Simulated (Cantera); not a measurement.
Mixture: 3.83 % CH4, 4.59 % H2, 18.8 % O2, 70.4 % N2, 2.41 % H2O, at 0.987 atm, adiabatic and at constant pressure. Ignition delay is the time to a rise of 400 K.

Cantera simulation using GRI-Mech 3.0 (53 species, 325 reactions); the numbers are that mechanism's predictions, not measurements.

Problem. Predict: delay at 1200 K; delay at 1350 K; delay at 1500 K; delay at 1650 K; apparent activation energy between 1575 and 1725 K.

Solution. delay at 1200 K: 0.538 ms
delay at 1350 K: 0.180 ms
delay at 1500 K: 81.3 µs
delay at 1650 K: 44.1 µs
apparent activation energy between 1575 and 1725 K: 84 kJ/mol
